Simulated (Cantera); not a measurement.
A Cantera script and its output.

```python
import numpy as np
import cantera as ct

gas = ct.Solution("gri30.yaml")
gas.TPX = 1425, 500000, {'C3H8': 1, 'O2': 11.9, 'N2': 44.8}
reactor = ct.IdealGasConstPressureReactor(gas, energy="on", clone=False)
net = ct.ReactorNet([reactor])
net.rtol, net.atol = 1e-08, 1e-16
show = ['C3H8', 'O2', 'HCN', 'C2H2', 'CO', 'CH2', 'C2H4']
times = np.geomspace(9e-06, 0.9, 12)

steps = ct.SolutionArray(gas, extra=["t"])
rows = []
print(f"{'t/s':>10s}{'T/K':>9s}{'P/Pa':>11s}" + "".join(f"{s:>11s}" for s in show))
for t in times:
    while net.time < t:
        t_next = net.step()
        steps.append(gas.state, t=t_next)
    rows.append([np.interp(t, steps.t, y) for y in (steps.T, steps.P, *steps(*show).X.T)])
    print(f"{t:10.3e}{rows[-1][0]:9.1f}{rows[-1][1]:11.4g}" + "".join(f"{x:11.3e}" for x in rows[-1][2:]))
rate = np.gradient(steps.T, steps.t)
print("integrator steps:", len(steps.t))
if steps.T.max() > steps.T[0] + 200:
    print(f"time of steepest temperature rise: {steps.t[rate.argmax()]:.4e} s")
gas.TPX = 1425, 500000, {'C3H8': 1, 'O2': 11.9, 'N2': 44.8}
gas.equilibrate("HP")
print(f"equilibrium (HP): T = {gas.T:.1f} K  " + "  ".join(f"{s} {gas[s].X[0]:.3e}" for s in show))
```

Result:

```
       t/s      T/K       P/Pa       C3H8         O2        HCN       C2H2         CO        CH2       C2H4
 9.000e-06   1423.6      5e+05  1.679e-02  2.059e-01  4.988e-14  1.081e-07  8.431e-06  1.300e-08  5.235e-04
 2.563e-05   1425.9      5e+05  1.490e-02  2.046e-01  8.770e-13  2.635e-06  1.722e-04  2.998e-08  2.380e-03
 7.300e-05   2029.4      5e+05  4.286e-30  1.225e-01  1.158e-09  4.899e-13  2.485e-02  2.255e-11  8.455e-16
 2.079e-04   2312.8      5e+05 -9.437e-45  1.165e-01  2.199e-13  7.408e-23  9.208e-04  2.336e-18  9.909e-29
 5.921e-04   2313.8      5e+05  3.474e-54  1.164e-01  1.982e-13  6.955e-25  8.380e-04  4.496e-20  7.490e-31
 1.686e-03   2313.1      5e+05  1.542e-55  1.163e-01  2.021e-13  1.968e-25  8.352e-04  2.961e-20  2.520e-31
 4.803e-03   2311.3      5e+05  1.435e-55  1.158e-01  2.115e-13  1.876e-25  8.275e-04  2.855e-20  2.406e-31
 1.368e-02   2306.9      5e+05  1.205e-55  1.148e-01  2.285e-13  1.665e-25  8.088e-04  2.603e-20  2.141e-31
 3.896e-02   2298.7      5e+05  8.757e-56  1.128e-01  2.430e-13  1.332e-25  7.755e-04  2.184e-20  1.722e-31
 1.110e-01   2292.2      5e+05  6.760e-56  1.113e-01  2.443e-13  1.113e-25  7.501e-04  1.894e-20  1.446e-31
 3.160e-01   2291.4      5e+05  6.543e-56  1.111e-01  2.441e-13  1.088e-25  7.470e-04  1.860e-20  1.415e-31
 9.000e-01   2291.4      5e+05  6.543e-56  1.111e-01  2.441e-13  1.088e-25  7.470e-04  1.860e-20  1.415e-31
integrator steps: 1691
time of steepest temperature rise: 6.7189e-05 s
equilibrium (HP): T = 2291.4 K  C3H8 1.297e-55  O2 1.111e-01  HCN 2.441e-13  C2H2 1.302e-25  CO 7.470e-04  CH2 3.944e-20  C2H4 1.865e-31
```

Cantera simulation using GRI-Mech 3.0 (53 species, 325 reactions); the numbers are that mechanism's predictions, not measurements. GRI-Mech 3.0 was tuned for natural gas; its chemistry of propane as a main component is partial and can be far from experiment.
